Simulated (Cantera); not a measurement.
# NO annealing gas

An isothermal, constant-pressure homogeneous reactor starts with NO : N₂ = 1 : 0.34 (molar parts), at 1498 K and 69000 Pa.

Computed with Cantera and GRI-Mech 3.0 (53 species, 325 reactions).

```csv
t (s),x NO,x N₂,x O₂,x N₂O,x O,x NO₂
1.00e-6,0.746,0.254,<1e-12,3.44e-9,3.31e-9,1.36e-10
4.12e-6,0.746,0.254,<1e-12,1.42e-8,1.21e-8,2.13e-9
1.70e-5,0.746,0.254,1.03e-11,5.85e-8,3.18e-8,2.67e-8
7.02e-5,0.746,0.254,8.19e-11,2.41e-7,4.26e-8,1.99e-7
0.000289,0.746,0.254,5.02e-10,9.93e-7,4.34e-8,9.55e-7
0.00119,0.746,0.254,4.18e-9,4.06e-6,4.61e-8,4.10e-6
0.00492,0.746,0.254,6.03e-8,1.62e-5,5.75e-8,1.75e-5
0.0203,0.746,0.254,1.58e-6,5.82e-5,1.05e-7,7.84e-5
0.0838,0.746,0.254,6.20e-5,0.000146,2.56e-7,0.000307
0.346,0.744,0.255,0.000857,0.000183,3.58e-7,0.000477
1.43,0.736,0.259,0.00444,0.000179,4.63e-7,0.000630
5.88,0.707,0.273,0.0186,0.000165,7.39e-7,0.00101
24.2,0.609,0.322,0.0676,0.000121,1.29e-6,0.00156
100,0.385,0.434,0.179,4.80e-5,2.05e-6,0.00159
```
x: mole fraction; the columns are a selection and need not sum to one.

Equilibrium at this temperature and pressure: NO 0.00145, N₂ 0.626, O₂ 0.372, N₂O 6.57e-8, O 2.92e-6, NO₂ 8.59e-6 (gas phase only).
